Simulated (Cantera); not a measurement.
Cantera with NASA thermochemical tables; ideal gases at 1 bar, condensed phases pure. Values are per mole of reaction as written; species without (g) are pure solids or liquids, kept so even where they would boil at 1 bar.

Problem. Between 825 and 2025 K, where is each reaction favourable under standard conditions?
- 2 CF₃(g) + 3 Cu → 2 C + 3 CuF₂
- 2 CF₃(g) + Cu → 2 CF₂(g) + CuF₂

Solution. 
- 2 CF₃(g) + 3 Cu → 2 C + 3 CuF₂: ΔG° is -374 kJ at 825 K and -151 kJ at 2025 K; it stays negative (K > 1). ΔH° is -412 kJ and ΔS° -129 J/K at 2025 K.
- 2 CF₃(g) + Cu → 2 CF₂(g) + CuF₂: ΔG° is 35 kJ at 825 K and -33 kJ at 2025 K; it changes sign between 1425 and 1575 K. ΔH° is 113 kJ and ΔS° 72 J/K at 2025 K.
